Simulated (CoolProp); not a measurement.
A Linde-Hampson liquefier for ethane: isothermal reversible compression at 320 K from 1 atm to 5 MPa, throttling to 1 atm, return gas leaving the recuperator 0 K below the feed. Each further row changes one setting.

Computed with CoolProp (reference Helmholtz-energy equation of state, Bücker 2006).

```json
[
 {"case": "as stated", "liquid yield per pass": "0.175", "compression work (kJ/kg of gas)": "315"},
 {"case": "high pressure 10 MPa", "liquid yield per pass": "0.433", "compression work (kJ/kg of gas)": "338"},
 {"case": "warm-end temperature 350 K", "liquid yield per pass": "0.112", "compression work (kJ/kg of gas)": "354"},
 {"case": "warm-end gap 5 K", "liquid yield per pass": "0.165", "compression work (kJ/kg of gas)": "315"}
]
```
